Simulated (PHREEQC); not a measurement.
# Metal-bearing waste water (model solution)

Dissolve 0.0021 mol Al2(SO4)3, 0.031 mol ZnCl2 and 0.00043 mol NaCl per kg of water at 25 °C. Closed to the air; pH follows from the charge balance.

All values are PHREEQC results (ion-association model, wateq4f.dat), not measurements.

Precipitation was switched off in this run.

**Question.** Estimate the pH, ionic strength.

**Answer.** pH 4.02; ionic strength 0.102 mol/kgw.

**Question.** In which forms is Al present?

**Answer.** Al+3 59 %, AlSO4+ 37 %, AlOH+2 2.8 %, Al(SO4)2- 1.0 % of the Al.

Examples of supersaturated solids here: Basaluminite, Gibbsite (slow to form). Others may be too. Species that the database lacks are ignored.
